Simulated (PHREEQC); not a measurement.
Solution (25 °C): 3.7 mmol/kgw HCl, 19 mmol/kgw CuSO4 and 20 mmol/kgw MnSO4. Closed to the air; pH follows from the charge balance.

The numbers come from PHREEQC with the ion-association model, phreeqc.dat.

Each row changes one thing in this solution. This is a speciation only: nothing precipitates in the calculation.

```
case                                  pH  ionic strength (mol/kgw)  SO4-2 (mol/kgw)  Cu+2 (mol/kgw)  CuSO4 (mol/kgw)  Cl- (mol/kgw)
----------------------------------  ----  ------------------------  ---------------  --------------  ---------------  -------------
as made                             2.78                    0.0957           0.0222          0.0113          0.00767        0.00358
diluted 100-fold with water         4.46                   0.00152                …        0.000180          9.67e-6        3.70e-5
MnSO4 from 0.02 to 0.022 mol/kgw    2.79                    0.0999           0.0232          0.0112          0.00776        0.00358
MnSO4 left out                      2.69                    0.0517           0.0114               …          0.00634        0.00364
diluted 2-fold with water           3.00                    0.0524                …         0.00616          0.00332        0.00181
MnSO4 from 0.02 to 0.04 mol/kgw     2.85                     0.137           0.0325          0.0106                …        0.00354
HCl from 0.0037 to 0.00333 mol/kgw  2.83                    0.0954           0.0223          0.0113                …        0.00323
```

Question: What belongs in the gaps?

Answer: 
- diluted 100-fold with water, SO4-2 (mol/kgw): 0.000370
- MnSO4 left out, Cu+2 (mol/kgw): 0.0126
- diluted 2-fold with water, SO4-2 (mol/kgw): 0.0123
- MnSO4 from 0.02 to 0.04 mol/kgw, CuSO4 (mol/kgw): 0.00835
- HCl from 0.0037 to 0.00333 mol/kgw, CuSO4 (mol/kgw): 0.00770
